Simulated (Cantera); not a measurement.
Charge: 1 mol Si, 0.38 mol CO2, 33 mol H2, equilibrated at 200 Pa.

These are equilibrium values from Cantera (NASA tables, ideal gas, pure condensed phases), not measurements of a reactor. Candidate condensed phases: C, C6H6, C7H8, C8H18, H2O, Si, SiC, SiO2; 123 gas species. Gases not in the tables: Si2H6 and higher silanes. Rates play no part. All values below are at 1475 °C.

Base state: H2 0.972, SiO 0.0201, H 0.00504, CO 0.00239, Si 0.000576, SiH 3.38e-5, SiH2 1.58e-5 (mole fractions); condensed: SiC(s).

Task: What changes in the equilibrium state with this change: Si replaced by SiC?

Result: 
```
species        before     after
-----------  --------  --------
H2              0.972     0.972
CO            0.00239    0.0169
SiO            0.0201   0.00555
Si           0.000576  0.000114
SiH           3.38e-5   6.69e-6
SiH2          1.58e-5   3.13e-6
SiC(s), mol     0.299     0.808
```

Task: What changes in the equilibrium state with this change: CO2 from 0.38 to 0.02 mol?

Result: 
```
species       before    after
-----------  -------  -------
H2             0.972    0.993
H            0.00504  0.00509
SiO           0.0201  0.00112
CO           0.00239  8.38e-5
SiH2         1.58e-5  2.04e-5
SiH          3.38e-5  4.32e-5
SiC(s), mol    0.299   0.0170
Si(l), mol         0    0.919
```
Mutual solubility and eutectic melting of coexisting phases are not modelled.
